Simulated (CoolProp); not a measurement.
Vapour-liquid equilibrium of R22 (1) + c-C4F8 (RC318) (2) at 332.3 K; x and y are mole fractions of (1).

Values from CoolProp's multi-fluid Helmholtz-energy mixture model, Kamei 1995 and Platzer 1990; pair parameters Bell 2016. This equation is an older, rougher fit; its heat capacities, sound speeds and derivatives of the liquid may be far off and weren't checked against measurements.

Problem. Give the bubble pressure and the first vapour's composition at x = 0.35, 0.425, 0.8. Is there an azeotrope?

Solution. x = 0.35: 14.46 bar, y = 0.589; x = 0.425: 16.12 bar, y = 0.661; x = 0.8: 22.11 bar, y = 0.871. No azeotrope shows between x = 0.05 and 0.95.

The pair parameters rest on a limited set of measurements; away from them the model extrapolates. The gap from Raoult's law changes sign with composition, which may be real or a fault of the pair parameters; it wasn't checked against measurements.
